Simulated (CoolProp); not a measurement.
Vapour-liquid equilibrium of R1234yf (1) + R152A (2) at 206.1 K; x and y are mole fractions of (1).

Computed with CoolProp (multi-fluid Helmholtz-energy mixture model, Lemmon 2022 and Outcalt 1996; pair parameters Bell 2023).

| x | bubble pressure (MPa) | y at the bubble point | dew pressure at overall composition x (MPa) | liquid density (mol/L) |
|---|---|---|---|---|
| 0.05 | 0.009948 | 0.100 | 0.009672 | 16.28 |
| 0.2 | 0.01116 | 0.310 | 0.01052 | 15.37 |
| 0.35 | 0.01196 | 0.456 | 0.01139 | 14.57 |
| 0.5 | 0.01254 | 0.579 | 0.01218 | 13.86 |
| 0.65 | 0.01295 | 0.698 | 0.01280 | 13.22 |
| 0.8 | 0.01326 | 0.822 | 0.01321 | 12.64 |
| 0.95 | 0.01347 | 0.954 | 0.01347 | 12.12 |

No azeotrope shows between x = 0.05 and 0.95.

The pair parameters rest on a limited set of measurements; away from them the model extrapolates.
